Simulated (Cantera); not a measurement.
Feed: 1 mol CuO, 4.6 mol CH4, a varied amount of H2, held at 948 K and 4.60 bar.

Cantera equilibrium calculation (NASA polynomials, part measured and part estimated; ideal gas, pure solids and liquids). Candidate condensed phases: C, C6H6, C7H8, C8H18, Cu, CuO, Cu(OH)2, Cu2O, H2O; 113 gas species. The numbers say what is thermodynamically allowed, not how fast it happens.

### Question
Which condensed phases are stable at each of these points (n(H2) (mol)): 0.38, 1.5, 2.6, 3.7, 4.8, 5.9, 7, 8.1, 9.2, 10?

### Answer
```tsv
n(H2) (mol)	condensed phases	Cu condensed (%)
0.38	C(graphite) + Cu(s)	100.0
1.5	C(graphite) + Cu(s)	100.0
2.6	C(graphite) + Cu(s)	100.0
3.7	C(graphite) + Cu(s)	100.0
4.8	C(graphite) + Cu(s)	100.0
5.9	C(graphite) + Cu(s)	100.0
7	C(graphite) + Cu(s)	100.0
8.1	C(graphite) + Cu(s)	100.0
9.2	Cu(s)	100.0
10	Cu(s)	100.0
```

From 0.38 mol H2 to 8.1 mol H2 the condensed part is C(graphite) + Cu(s). From 9.2 mol H2 to 10 mol H2 the condensed part is Cu(s).
